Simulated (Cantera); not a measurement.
Input: 1 mol C3H6, 4 mol H2, 0.24 mol N2, at 1575 K and 900 Torr.

Equilibrium computed with Cantera from the NASA thermochemical tables; the gas is ideal and each condensed phase is pure. Candidate condensed phases: C, C6H6, C7H8, C8H18; 92 gas species. Kinetics and transport are ignored.

Base state: H2 0.965, N2 0.0331, CH4 0.00203, HCN 0.000312, H 3.73e-5, C2H2 (acetylene) 2.04e-5, NH3 1.03e-5 (mole fractions); condensed: C(graphite).

Question: What changes in the equilibrium state with this change: pressure from 900 Torr to 473 Torr?

Answer: 
```json
[
 {"species": "H2", "before": "0.965", "after": "0.966"},
 {"species": "N2", "before": "0.0331", "after": "0.0330"},
 {"species": "CH4", "before": "0.00203", "after": "0.00107"},
 {"species": "NH3", "before": "1.03e-5", "after": "5.42e-6"},
 {"species": "H", "before": "3.73e-5", "after": "5.14e-5"},
 {"species": "C2H2 (acetylene)", "before": "2.04e-5", "after": "2.04e-5"},
 {"species": "HCN", "before": "0.000312", "after": "0.000312"},
 {"species": "C(graphite), mol", "before": "2.98", "after": "2.99"}
]
```
